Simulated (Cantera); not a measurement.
**Thermodynamics of metals in furnace atmospheres, feed Cu + O2 + CO**

Input: 1 mol Cu, 0.087 mol O2, 11 mol CO, at 525 °C.

Method: chemical equilibrium by Gibbs-energy minimisation in Cantera with the NASA 1993 tables (ideal gas, pure condensed phases). Candidate condensed phases: C, Cu, CuO, Cu2O; 15 gas species. Kinetics and transport are ignored.

At 10.0 Pa the condensed part is Cu(s). From 61.0 Pa to 30.0 bar the condensed part is C(graphite) + Cu(s).

```
P (Pa)     x CO   x CO2  n Cu(s)  n C(graphite)
-------  ------  ------  -------  -------------
10        0.984  0.0158     1.00              0
61        0.943  0.0569     1.00          0.427
370       0.770   0.230     1.00           1.92
2200      0.476   0.524     1.00           3.67
13000     0.237   0.763     1.00           4.66
82000     0.102   0.898     1.00           5.11
500000   0.0427   0.957     1.00           5.29
3000000  0.0177   0.982     1.00           5.36
```
x: gas mole fraction; n: condensed amount in mol.
